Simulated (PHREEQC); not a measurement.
## Brine

Solution (20 °C): 1.2 mol MgSO4, 0.062 mol Na2B4O7 and 0.074 mol MgCl2 per kg of water. Closed to the air; pH follows from the charge balance.

The numbers come from PHREEQC with the Pitzer model, pitzer.dat.

Each row changes one thing in this solution. No solid was allowed to form.

```json
[
 {"case": "as made", "pH": "8.03", "Mg+2 (mol/kgw)": "1.22", "B(OH)3 (mol/kgw)": "0.0790", "MgB(OH)4+ (mol/kgw)": "0.0543", "B(OH)4- (mol/kgw)": "0.0352", "B4O5(OH)4-2 (mol/kgw)": "0.0120", "SI of Epsomite (MgSO4:7H2O)": "-0.60", "SI of Hexahydrite (MgSO4:6H2O)": "-0.92"},
 {"case": "temperature from 20 to 30 °C", "pH": "8.06", "Mg+2 (mol/kgw)": "1.22", "B(OH)3 (mol/kgw)": "0.0781", "MgB(OH)4+ (mol/kgw)": "0.0526", "B(OH)4- (mol/kgw)": "0.0358", "B4O5(OH)4-2 (mol/kgw)": "0.0125", "SI of Epsomite (MgSO4:7H2O)": "-0.71", "SI of Hexahydrite (MgSO4:6H2O)": "-0.93"},
 {"case": "MgSO4 from 1.2 to 0.6 mol/kgw", "pH": "8.35", "Mg+2 (mol/kgw)": "0.629", "B(OH)3 (mol/kgw)": "0.0750", "MgB(OH)4+ (mol/kgw)": "0.0445", "B(OH)4- (mol/kgw)": "0.0426", "B4O5(OH)4-2 (mol/kgw)": "0.0123", "SI of Epsomite (MgSO4:7H2O)": "-0.92", "SI of Hexahydrite (MgSO4:6H2O)": "-1.24"},
 {"case": "temperature from 20 to 35 °C", "pH": "8.07", "Mg+2 (mol/kgw)": "1.22", "B(OH)3 (mol/kgw)": "0.0776", "MgB(OH)4+ (mol/kgw)": "0.0515", "B(OH)4- (mol/kgw)": "0.0361", "B4O5(OH)4-2 (mol/kgw)": "0.0129", "SI of Epsomite (MgSO4:7H2O)": "-0.77", "SI of Hexahydrite (MgSO4:6H2O)": "-0.94"},
 {"case": "MgCl2 replaced by KCl at the same molality", "pH": "8.09", "Mg+2 (mol/kgw)": "1.15", "B(OH)3 (mol/kgw)": "0.0789", "MgB(OH)4+ (mol/kgw)": "0.0531", "B(OH)4- (mol/kgw)": "0.0363", "B4O5(OH)4-2 (mol/kgw)": "0.0119", "SI of Epsomite (MgSO4:7H2O)": "-0.64", "SI of Hexahydrite (MgSO4:6H2O)": "-0.96"},
 {"case": "0.03 mol/kgw CO2 added", "pH": "7.65", "Mg+2 (mol/kgw)": "1.24", "B(OH)3 (mol/kgw)": "0.114", "MgB(OH)4+ (mol/kgw)": "0.0336", "B(OH)4- (mol/kgw)": "0.0214", "B4O5(OH)4-2 (mol/kgw)": "0.00941", "SI of Epsomite (MgSO4:7H2O)": "-0.59", "SI of Hexahydrite (MgSO4:6H2O)": "-0.91"}
]
```

Species that the database lacks are ignored. Some of these states are supersaturated (in Magnesite (slow to form), for instance). In brines, pH and single-ion activities rest on the MacInnes convention.
